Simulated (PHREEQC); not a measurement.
PHREEQC input (ion-association model, wateq4f.dat):

```
SOLUTION_MASTER_SPECIES
  An  An-  0  An  62.0  # stands for a non-complexing anion
SOLUTION_SPECIES
  An- = An-
    -log_k 0
    -gamma 3.0 0
PHASES
  Fix_H+
    H+ = H+
    -log_k 0
SOLUTION 1
  temp 25
  units mmol/kgw
  pH 7 charge
  Na 1
  An 1
END
SELECTED_OUTPUT 1
  -reset false
  -pH true
  -pe true
  -ionic_strength true
  -water true
  -totals Na
  -molalities Hfo_wOH Hfo_wOH2+ Hfo_wO- Hfo_sOH Hfo_sOH2+ Hfo_sO-
USER_PUNCH 1
  -headings sigma psi
  10 PUNCH EDL("sigma", "Hfo"), EDL("psi", "Hfo")
PRINT
  -reset false
USE solution 1
SURFACE 1
  Hfo_wOH 0.00651685 600 2.9
  Hfo_sOH 0.000162921
EQUILIBRIUM_PHASES 1
  Fix_H+ -3 HAn 10
    -force_equality true
  O2(g) -0.68 10
END
# ... the last block is repeated for the other 16 points of pH, with NaOH or the acid as the point needs
```

Selected output (columns that matter, 17 of 17 rows; pH added in front):

```
pH	mu	Na	m_Hfo_wOH	m_Hfo_wOH2+	m_Hfo_wO-	m_Hfo_sOH	m_Hfo_sOH2+	m_Hfo_sO-	sigma	psi
3	0.0046931	0.001	0.00138	0.0051284	8.5066e-06	3.4499e-05	0.00012821	2.1266e-07	0.29103	0.22005
3.5	0.0032945	0.001	0.0026124	0.003864	4.0462e-05	6.531e-05	9.6599e-05	1.0115e-06	0.21734	0.21415
4	0.0024451	0.001	0.0036755	0.002728	0.00011344	9.1886e-05	6.8199e-05	2.8361e-06	0.14862	0.20228
4.5	0.001897	0.001	0.0043734	0.0019145	0.00022887	0.00010934	4.7863e-05	5.7217e-06	0.095818	0.18627
5	0.0015426	0.001	0.0047446	0.0014053	0.00036696	0.00011861	3.5133e-05	9.1741e-06	0.059022	0.16673
5.5	0.001319	0.001	0.0049084	0.0011122	0.00049624	0.00012271	2.7805e-05	1.2406e-05	0.035013	0.14403
6	0.0011829	0.001	0.0049708	0.00095046	0.00059556	0.00012427	2.3762e-05	1.4889e-05	0.020174	0.11881
6.5	0.0011023	0.001	0.0049925	0.0008617	0.00066264	0.00012481	2.1542e-05	1.6566e-05	0.011315	0.091867
7	0.0010547	0.001	0.0049997	0.00081183	0.00070537	0.00012499	2.0296e-05	1.7634e-05	0.0060516	0.063857
7.5	0.0010251	0.001	0.0050019	0.00078196	0.00073298	0.00012505	1.9549e-05	1.8324e-05	0.0027843	0.035254
8	0.0010042	0.001	0.0050025	0.00076124	0.00075311	0.00012506	1.9031e-05	1.8828e-05	0.00046202	0.0063693
8.5	0.0010186	0.0010339	0.0050023	0.00074234	0.00077221	0.00012506	1.8559e-05	1.9305e-05	-0.0016976	-0.022564
9	0.0010506	0.0010908	0.005001	0.0007187	0.00079719	0.00012502	1.7967e-05	1.993e-05	-0.0044615	-0.051317
9.5	0.0011122	0.0011914	0.0049965	0.00068283	0.00083755	0.00012491	1.7071e-05	2.0939e-05	-0.0087943	-0.079603
10	0.0012518	0.0013994	0.0049816	0.00062362	0.00091162	0.00012454	1.5591e-05	2.279e-05	-0.016371	-0.10693
10.5	0.0016078	0.0018845	0.0049298	0.00052354	0.0010634	0.00012325	1.3088e-05	2.6586e-05	-0.030689	-0.13228
11	0.0025935	0.0031279	0.0047425	0.00036582	0.0014085	0.00011856	9.1454e-06	3.5211e-05	-0.059267	-0.15364
```

The oxide is taken as insoluble; below pH 4 it would dissolve.
